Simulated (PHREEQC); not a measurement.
Solution (90 °C): 0.12 mol/kgw HCl, 0.25 mol/kgw CuSO4 and 0.00017 mol/kgw CuCl2. It is in equilibrium with CO2 at log p = -3.5 (atm). Otherwise closed; pH follows from the charge balance.

Computed with PHREEQC (ion-association model, phreeqc.dat).

This is a speciation only: nothing precipitates in the calculation.

### Question
Order these Cl species by the share of Cl that they hold, largest first: CuCl2, CuCl+, Cl-.

### Answer
Cl- (52 %), CuCl+ (47 %), CuCl2 (1.9 %)

### Question
Order these Cu species by the share of Cu that they hold, largest first: CuCl2, CuSO4, Cu+2, CuCl+.

### Answer
Cu+2 (47 %), CuSO4 (31 %), CuCl+ (22 %), CuCl2 (0.45 %)

The pH is 1.94 and the ionic strength 0.490 mol/kgw. Away from 25 °C the constants follow the database's enthalpies or fits; those with neither stay at their 25 °C values.
